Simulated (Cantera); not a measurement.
A diamond (100) surface in a fixed gas of H2 with x(CH4) = 0.016, x(H) = 0.013, at 900 K, 210 Torr; coverages are run to steady state.

Detailed kinetics in Cantera: the Harris–Goodwin 1993 mechanism for the reconstructed diamond (100) surface.

θ: site fractions in the mechanism's names (c6HH fully hydrogenated, c6H* and c6*H radical sites, c6** diradical, c6HM methylated).

| x(CH3) | growth (µm/h) | θ c6HH | θ c6H* | θ c6*H | θ c6** | θ c6HM |
|---|---|---|---|---|---|---|
| 1e-06 | 0.0883 | 0.692 | 0.0111 | 0.292 | 0.00447 | 6.52e-5 |
| 2.6e-06 | (withheld) | 0.692 | 0.0111 | 0.292 | 0.00447 | (withheld) |
| 7e-06 | 0.618 | 0.692 | 0.0111 | 0.292 | 0.00446 | 0.000456 |
| 1.8e-05 | 1.59 | 0.691 | 0.0111 | 0.292 | 0.00446 | 0.00117 |
| 4.8e-05 | (withheld) | 0.689 | 0.0111 | 0.291 | 0.00444 | (withheld) |
| 0.00013 | 11.4 | 0.685 | 0.0110 | 0.289 | 0.00441 | 0.00838 |
| 0.00034 | 29.2 | 0.674 | 0.0108 | 0.285 | 0.00432 | 0.0215 |
| 0.00089 | 72.9 | 0.646 | 0.0104 | 0.273 | 0.00409 | 0.0539 |
| 0.0023 | 169 | 0.585 | 0.00938 | 0.246 | 0.00360 | 0.125 |

Some entries are withheld; supply them.


- 2.6e-06, growth (µm/h): 0.230
- 2.6e-06, θ c6HM: 0.000170
- 4.8e-05, growth (µm/h): 4.22
- 4.8e-05, θ c6HM: 0.00312
